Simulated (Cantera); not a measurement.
An adiabatic, constant-volume homogeneous reactor starts with CH4 : H2 : O2 : N2 = 1 : 0.057 : 2.31 : 8.67 (molar parts), equivalence ratio 0.88, at 1300 K and 4.50 bar. Integrator tolerance rtol = 1e-08.

Computed with Cantera and GRI-Mech 3.0 (53 species, 325 reactions).

Problem. What does this change do: 0.019 parts C2H6 added?

Solution. 
```json
[
 {"quantity": "time of steepest temperature rise", "before": "1.78 ms", "after": "1.24 ms"},
 {"quantity": "temperature at 0.400 s", "before": "2915 K", "after": "2932 K"},
 {"quantity": "equilibrium temperature", "before": "2915 K", "after": "2932 K"},
 {"quantity": "x(CH4) at 0.400 s", "before": "<1e-12 (gas-phase equilibrium <1e-12)", "after": "<1e-12 (gas-phase equilibrium <1e-12)"},
 {"quantity": "x(H2) at 0.400 s", "before": "0.00929 (gas-phase equilibrium 0.00929)", "after": "0.0106 (gas-phase equilibrium 0.0106)"},
 {"quantity": "x(O2) at 0.400 s", "before": "0.0272 (gas-phase equilibrium 0.0272)", "after": "0.0242 (gas-phase equilibrium 0.0242)"},
 {"quantity": "x(O) at 0.400 s", "before": "0.00432 (gas-phase equilibrium 0.00432)", "after": "0.00432 (gas-phase equilibrium 0.00432)"},
 {"quantity": "x(CH2CO) at 0.400 s", "before": "<1e-12 (gas-phase equilibrium <1e-12)", "after": "<1e-12 (gas-phase equilibrium <1e-12)"},
 {"quantity": "x(CO) at 0.400 s", "before": "0.0254 (gas-phase equilibrium 0.0254)", "after": "0.0285 (gas-phase equilibrium 0.0285)"}
]
```
